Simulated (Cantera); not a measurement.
Charge: 1 mol trisilylamine, 0.77 mol N₂, held at 0.100 bar.

Cantera equilibrium calculation (NASA polynomials, part measured and part estimated; ideal gas, pure solids and liquids). Candidate condensed phases: Si, Si₃N₄; 18 gas species. The feed counts by its element totals alone. Mutual solubility and eutectic melting of coexisting phases are not modelled. Gases not in the tables: Si₂H₆ and higher silanes. The numbers say what is thermodynamically allowed, not how fast it happens.

x: gas mole fraction; n: condensed amount in mol.

```csv
T (K),x H₂,x N₂,x H,x Si,x SiH₂,n Si(s),n Si₃N₄(s),n Si(l)
1148,1.00,5.27e-8,2.27e-7,1.83e-12,3.97e-9,1.09,0.635,0
1198,1.000,2.68e-7,6.01e-7,1.29e-11,1.14e-8,1.09,0.635,0
1248,1.000,1.19e-6,1.48e-6,7.76e-11,3.02e-8,1.10,0.635,0
1298,1.000,4.72e-6,3.39e-6,4.06e-10,7.39e-8,1.10,0.635,0
1348,1.000,1.68e-5,7.32e-6,1.88e-9,1.69e-7,1.10,0.635,0
1398,1.000,5.48e-5,1.50e-5,7.79e-9,3.66e-7,1.10,0.635,0
1448,1.000,___,___,___,___,1.10,0.635,0
1498,0.999,0.000456,5.43e-5,1.00e-7,1.46e-6,1.10,0.634,0
1548,0.999,0.00118,9.73e-5,3.18e-7,2.72e-6,1.10,0.632,0
1598,0.997,0.00289,0.000168,9.35e-7,4.88e-6,1.11,0.628,0
1648,0.993,0.00668,0.000281,2.58e-6,8.42e-6,1.14,0.620,0
1698,0.984,0.0150,0.000454,6.57e-6,1.38e-5,0,0.601,1.20
1748,0.963,___,___,___,___,0,___,___
1798,0.914,0.0852,0.00106,3.08e-5,2.70e-5,0,0.425,1.72
```

Problem. Complete the blanks.

Solution. 
- 1448, x N₂: 0.000164
- 1448, x H: 2.91e-5
- 1448, x Si: 2.92e-8
- 1448, x SiH₂: 7.48e-7
- 1748, x N₂: 0.0367
- 1748, x H: 0.000709
- 1748, x Si: 1.46e-5
- 1748, x SiH₂: 1.98e-5
- 1748, n Si₃N₄(s): 0.549
- 1748, n Si(l): 1.35
